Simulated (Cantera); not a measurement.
An adiabatic, constant-volume homogeneous reactor starts with H₂ : O₂ : N₂ = 1 : 0.455 : 1.71 (molar parts), at 1200 K and 1.01 bar. Integrator tolerance rtol = 1e-08.

Detailed kinetics in Cantera: the H2/O2 subset of GRI-Mech 3.0, which has no nitrogen chemistry.

What does this change do: 0.12 parts H2O added?


| quantity | before | after |
|---|---|---|
| time of steepest temperature rise | 44.5 µs | 47.8 µs |
| temperature at 0.500 s | 2966 K | 2914 K |
| equilibrium temperature | 2966 K | 2914 K |
| x(H₂) at 0.500 s | 0.0651 (gas-phase equilibrium 0.0651) | 0.0628 (gas-phase equilibrium 0.0628) |
| x(O₂) at 0.500 s | 0.0114 (gas-phase equilibrium 0.0114) | 0.0110 (gas-phase equilibrium 0.0110) |
| x(H) at 0.500 s | 0.0244 (gas-phase equilibrium 0.0244) | 0.0204 (gas-phase equilibrium 0.0204) |
| x(HO₂) at 0.500 s | 8.80e-6 (gas-phase equilibrium 8.80e-6) | 8.20e-6 (gas-phase equilibrium 8.20e-6) |
| x(O) at 0.500 s | 0.00721 (gas-phase equilibrium 0.00721) | 0.00592 (gas-phase equilibrium 0.00592) |

What does this change do: initial temperature 1200 to 1400 K?


| quantity | before | after |
|---|---|---|
| time of steepest temperature rise | 44.5 µs | 18.1 µs |
| temperature at 0.500 s | 2966 K | 3002 K |
| equilibrium temperature | 2966 K | 3002 K |
| x(H₂) at 0.500 s | 0.0651 (gas-phase equilibrium 0.0651) | 0.0696 (gas-phase equilibrium 0.0696) |
| x(O₂) at 0.500 s | 0.0114 (gas-phase equilibrium 0.0114) | 0.0131 (gas-phase equilibrium 0.0131) |
| x(H) at 0.500 s | 0.0244 (gas-phase equilibrium 0.0244) | 0.0301 (gas-phase equilibrium 0.0301) |
| x(HO₂) at 0.500 s | 8.80e-6 (gas-phase equilibrium 8.80e-6) | 9.85e-6 (gas-phase equilibrium 9.85e-6) |
| x(O) at 0.500 s | 0.00721 (gas-phase equilibrium 0.00721) | 0.00934 (gas-phase equilibrium 0.00934) |
Above 3000 K some thermodynamic fits are extrapolated.
